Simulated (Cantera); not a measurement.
Feed: 1 mol SiCl₄, 3.1 mol O₃, 0.36 mol H₂, 1.6 mol NO, held at 750 Torr.

Equilibrium computed with Cantera from the NASA thermochemical tables; the gas is ideal and each condensed phase is pure. Candidate condensed phases: H₂O, NH₄Cl, Si, SiO₂, Si₂N₂O, Si₃N₄; 47 gas species. The tables hold silica as quartz up to 1696 K and as liquid above; real silica turns to tridymite and cristobalite and melts near 1996 K. Kinetics and transport are ignored.

Task: Which condensed phases are stable at each of these points (T (K)): 1473, 1548, 1623, 1698, 1773, 1848, 1923?

Result: 
```csv
T (K),condensed phases,Si condensed (%)
1473,SiO₂(β-quartz),100.0
1548,SiO₂(β-quartz),100.0
1623,SiO₂(β-quartz),100.0
1698,SiO₂(condensed),100.0
1773,SiO₂(condensed),100.0
1848,SiO₂(condensed),100.0
1923,SiO₂(condensed),100.0
```

From 1473 K to 1623 K the condensed part is SiO₂(β-quartz). From 1698 K to 1923 K the condensed part is SiO₂(condensed).
